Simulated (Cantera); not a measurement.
What does this Cantera script print?

```python
import numpy as np
import cantera as ct

surf = ct.Interface("diamond.yaml", "diamond_100")
gas, bulk = surf.adjacent["gas"], surf.adjacent["diamond"]
k = surf.kinetics_species_index(bulk.species_names[0])
cover = ["c6HH", "c6H*", "c6*H", "c6**", "c6HM", "c6B"]

rows, drift = [], 0.0
print(f"{'xCH3':>10s}{'um/h':>11s}" + "".join(f"{s:>11s}" for s in cover))
for v in [1e-06, 2.2e-06, 5.1e-06, 1.1e-05, 2.6e-05, 5.7e-05, 0.00013, 0.00029, 0.00065]:
    T, P, xH, xCH3 = 925, 25000, 0.00084, v
    gas.TPX = T, P, {"H": xH, "CH3": xCH3, "CH4": 0.0024, "H2": 1 - xH - xCH3 - 0.0024}
    surf.TP = bulk.TP = T, P
    surf.coverages = "c6H*:0.1, c6HH:0.9"
    surf.advance_coverages(100.0)
    before = surf.coverages
    surf.advance_coverages(100.0)
    drift = max(drift, np.max(np.abs(surf.coverages - before) / (surf.coverages + 1e-9)))
    rate = surf.net_production_rates[k] * bulk.mean_molecular_weight / bulk.density * 3.6e9
    rows.append([rate, *surf[cover].coverages])
    print(f"{v:10.4g}{rate:11.4e}" + "".join(f"{x:11.3e}" for x in rows[-1][1:]))
```

Result:

```
      xCH3       um/h       c6HH       c6H*       c6*H       c6**       c6HM        c6B
     1e-06 8.8766e-02  6.684e-01  1.221e-02  3.131e-01  5.219e-03  8.787e-04  2.409e-10
   2.2e-06 1.9500e-01  6.675e-01  1.219e-02  3.126e-01  5.210e-03  1.930e-03  5.291e-10
   5.1e-06 4.5045e-01  6.654e-01  1.215e-02  3.116e-01  5.189e-03  4.459e-03  1.222e-09
   1.1e-05 9.6465e-01  6.611e-01  1.207e-02  3.095e-01  5.146e-03  9.549e-03  2.618e-09
   2.6e-05 2.2396e+00  6.504e-01  1.187e-02  3.044e-01  5.039e-03  2.217e-02  6.077e-09
   5.7e-05 4.7362e+00  6.296e-01  1.148e-02  2.944e-01  4.831e-03  4.689e-02  1.285e-08
   0.00013 9.9721e+00  5.858e-01  1.066e-02  2.734e-01  4.397e-03  9.875e-02  2.706e-08
   0.00029 1.9047e+01  5.099e-01  9.242e-03  2.370e-01  3.651e-03  1.887e-01  5.168e-08
   0.00065 3.2295e+01  3.990e-01  7.167e-03  1.838e-01  2.587e-03  3.201e-01  8.763e-08
```

Model: the Harris–Goodwin 1993 mechanism for the reconstructed diamond (100) surface, integrated in Cantera.
